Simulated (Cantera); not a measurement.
Cantera run:

```python
import numpy as np
import cantera as ct

gas_names = """
    C CH CH2 CH3 CH2OH CH3O CH4 CH3OH CO CO2 COOH C2 C2H CHCO,ketyl C2H2,acetylene C2H2,vinylidene
    CH2CO,ketene C2H3,vinyl CH3CO,acetyl C2H4 C2H4O,ethylen CH3CHO,ethanal CH3COOH (HCOOH)2 C2H5 C2H6
    CH3OCH3 C2H5OH C2O C3 C3H3,propargyl C3H4,allene C3H4,propyne C3H4,cyclo- C3H5,allyl C3H6,propylene
    C3H6,cyclo- C3H6O C3H7,n-propyl C3H7,i-propyl C3H8 C3H8O,1propanol C3H8O,2propanol C3O2 C4 C4H2
    C4H4,1,3-cyclo- C4H6,butadiene C4H6,2-butyne C4H6,cyclo- C4H8,1-butene C4H8,cis2-buten
    C4H8,tr2-butene C4H8,isobutene C4H8,cyclo- (CH3COOH)2 C4H9,n-butyl C4H9,i-butyl C4H9,s-butyl
    C4H9,t-butyl C4H10,isobutane C4H10,n-butane C5 C5H6,1,3cyclo- C5H8,cyclo- C5H10,1-pentene
    C5H10,cyclo- C5H11,pentyl C5H11,t-pentyl C5H12,n-pentane C5H12,i-pentane CH3C(CH3)2CH3 C6H2
    C6H5,phenyl C6H5O,phenoxy C6H6 C6H5OH,phenol C6H10,cyclo- C6H12,1-hexene C6H12,cyclo- C6H13,n-hexyl
    C7H7,benzyl C7H8 C7H8O,cresol C7H14,1-heptene C7H15,n-heptyl C7H16,n-heptane C8H8,styrene
    C8H10,ethylbenz C8H16,1-octene C8H17,n-octyl C8H18,isooctane C8H18,n-octane C9H19,n-nonyl
    C10H8,naphthale C10H21,n-decyl C12H9,o-bipheny C12H10,bipheny H HCO HO2 H2 HCHO,formaldehy HCOOH H2O
    H2O2 Mg MgH MgO MgOH MgO2H2 Mg2 O OH O2 O3
""".split()
cond_names = """
    C(gr) C6H6(L) C7H8(L) C8H18(L),n-octa H2O(s) H2O(L) Mg(cr) Mg(L) MgCO3(s) MgO(s) MgO(L) MgO2H2(s)
""".split()


def load(file, names, dense=False):
    # The tables refer to 1 bar. Condensed volumes are neglected.
    table = {s.name: s for s in ct.Species.list_from_file(file)}
    out = []
    for n in names:
        d = dict(table[n].input_data)
        d["thermo"] = dict(d["thermo"], **{"reference-pressure": 1e5})
        if dense:
            d["equation-of-state"] = {"model": "constant-volume", "density": "1e6 g/cm^3"}
        out.append(ct.Species.from_dict(d))
    return out


gas = ct.Solution(thermo="ideal-gas", species=load("nasa_gas.yaml", gas_names))
cond = {s.name: ct.Solution(thermo="fixed-stoichiometry", species=[s], name=s.name)
        for s in load("nasa_condensed.yaml", cond_names, dense=True)}
atoms = {
    'Mg(OH)2': {'Mg': 1, 'O': 2, 'H': 2},
    'CO2': {'C': 1, 'O': 2},
    'O2': {'O': 2},
}
top_T = {'C(gr)': 4500}  # K; cautious upper limits of use, not melting points


def equilibrate(T, P, feed):
    n = {}
    for name, mol in feed.items():
        for a, k in atoms[name].items():
            n[a] = n.get(a, 0.0) + k * mol
    gas.TPX = T, P, n
    mass = sum(n.values()) * gas.mean_molecular_weight
    gas.equilibrate("TP")
    valid = [c for c in cond.values() if c.min_temp <= T <= top_T.get(c.name, c.max_temp)]
    mix = ct.Mixture([(gas, mass / gas.mean_molecular_weight)] + [(c, 0.0) for c in valid])
    mix.T, mix.P = T, P
    mix.equilibrate("TP", solver="vcs", rtol=1e-11, max_steps=5000)
    return mix


results = []
feed = {'Mg(OH)2': 1, 'CO2': 3.7, 'O2': 0.015}  # mol
T = 1675  # K
P = 1200  # Pa
mix = equilibrate(T, P, feed)
results.append((T, P, feed, dict(zip(mix.species_names, mix.species_moles))))
print(gas.report(threshold=1e-05))
for i in range(1, mix.n_phases):
    print(f"{mix.phase(i).name:16s} {mix.phase_moles(i):12.5e} mol")
```

It prints:

```
       temperature   1675 K
          pressure   1200 Pa
           density   0.0033045 kg/m^3
  mean mol. weight   38.351 kg/kmol
   phase of matter   gas

                          1 kg             1 kmol
                     ---------------   ---------------
          enthalpy       -7.5393e+06       -2.8914e+08  J
   internal energy       -7.9025e+06       -3.0307e+08  J
           entropy            8624.3        3.3075e+05  J/K
    Gibbs function       -2.1985e+07       -8.4314e+08  J
 heat capacity c_p            1480.1             56763  J/K
 heat capacity c_v            1263.3             48448  J/K

                      mass frac. Y      mole frac. X     chem. pot. / RT
                     ---------------   ---------------   ---------------
                CO         0.0035284         0.0048311           -44.806
               CO2           0.89246           0.77772            -63.68
                 H        5.5369e-07        2.1066e-05           -15.595
                H2        2.0765e-05        0.00039502            -31.19
               H2O          0.099032           0.21082           -50.064
                 O        9.7727e-06        2.3426e-05           -18.875
                OH        0.00024115         0.0005438           -34.469
                O2         0.0047084         0.0056432           -37.749
     [ +108 minor]        5.9383e-07        4.0859e-07

C(gr)             0.00000e+00 mol
Mg(L)             0.00000e+00 mol
MgO(s)            9.99998e-01 mol
```

Method: chemical equilibrium by Gibbs-energy minimisation in Cantera with the NASA 1993 tables (ideal gas, pure condensed phases).
